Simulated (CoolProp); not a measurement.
Properties of n-pentane along the isotherm 529.1 K.

Computed with CoolProp (reference Helmholtz-energy equation of state, Thol 2019).

```json
[
 {"p (kPa)": "2590", "phase": "gas", "Z": "0.8071", "Joule-Thomson coefficient (K/MPa)": "6.960", "isothermal compressibility (1/MPa)": "0.4890", "expansivity (1/kK)": "3.898", "viscosity (µPa s)": "10.9"},
 {"p (kPa)": "5180", "phase": "supercritical", "Z": "0.5632", "Joule-Thomson coefficient (K/MPa)": "8.433", "isothermal compressibility (1/MPa)": "0.3679", "expansivity (1/kK)": "11.21", "viscosity (µPa s)": "11.7"},
 {"p (kPa)": "7770", "phase": "supercritical", "Z": "0.4458", "Joule-Thomson coefficient (K/MPa)": "3.424", "isothermal compressibility (1/MPa)": "0.1204", "expansivity (1/kK)": "9.278", "viscosity (µPa s)": "17.7"},
 {"p (kPa)": "10400", "phase": "supercritical", "Z": "0.4921", "Joule-Thomson coefficient (K/MPa)": "1.462", "isothermal compressibility (1/MPa)": "0.04586", "expansivity (1/kK)": "5.325", "viscosity (µPa s)": "24.4"},
 {"p (kPa)": "13000", "phase": "supercritical", "Z": "0.5620", "Joule-Thomson coefficient (K/MPa)": "0.8083", "isothermal compressibility (1/MPa)": "0.02667", "expansivity (1/kK)": "3.868", "viscosity (µPa s)": "(withheld)"},
 {"p (kPa)": "15500", "phase": "supercritical", "Z": "0.6339", "Joule-Thomson coefficient (K/MPa)": "0.4964", "isothermal compressibility (1/MPa)": "0.01871", "expansivity (1/kK)": "3.139", "viscosity (µPa s)": "34.3"},
 {"p (kPa)": "18100", "phase": "supercritical", "Z": "0.7096", "Joule-Thomson coefficient (K/MPa)": "0.3027", "isothermal compressibility (1/MPa)": "0.01418", "expansivity (1/kK)": "2.670", "viscosity (µPa s)": "38.6"},
 {"p (kPa)": "20700", "phase": "supercritical", "Z": "0.7852", "Joule-Thomson coefficient (K/MPa)": "0.1750", "isothermal compressibility (1/MPa)": "0.01138", "expansivity (1/kK)": "2.350", "viscosity (µPa s)": "42.5"},
 {"p (kPa)": "23300", "phase": "supercritical", "Z": "0.8603", "Joule-Thomson coefficient (K/MPa)": "0.08461", "isothermal compressibility (1/MPa)": "0.009485", "expansivity (1/kK)": "2.116", "viscosity (µPa s)": "46.2"},
 {"p (kPa)": "25900", "phase": "supercritical", "Z": "0.9348", "Joule-Thomson coefficient (K/MPa)": "(withheld)", "isothermal compressibility (1/MPa)": "0.008125", "expansivity (1/kK)": "(withheld)", "viscosity (µPa s)": "49.7"},
 {"p (kPa)": "28500", "phase": "supercritical", "Z": "1.008", "Joule-Thomson coefficient (K/MPa)": "-0.03479", "isothermal compressibility (1/MPa)": "0.007103", "expansivity (1/kK)": "1.794", "viscosity (µPa s)": "53.0"},
 {"p (kPa)": "31100", "phase": "supercritical", "Z": "1.082", "Joule-Thomson coefficient (K/MPa)": "-0.07620", "isothermal compressibility (1/MPa)": "0.006307", "expansivity (1/kK)": "1.678", "viscosity (µPa s)": "56.2"},
 {"p (kPa)": "33700", "phase": "supercritical", "Z": "1.154", "Joule-Thomson coefficient (K/MPa)": "-0.1099", "isothermal compressibility (1/MPa)": "0.005670", "expansivity (1/kK)": "1.581", "viscosity (µPa s)": "59.3"}
]
```

Task: What belongs in the gaps?

Result: 
- 13000, viscosity (µPa s): 29.8
- 25900, Joule-Thomson coefficient (K/MPa): 0.01727
- 25900, expansivity (1/kK): 1.937

Viscosity comes from a separate model (Quiñones-Cisneros 2006), older than the equation that it now runs on, and unchecked against measurements.
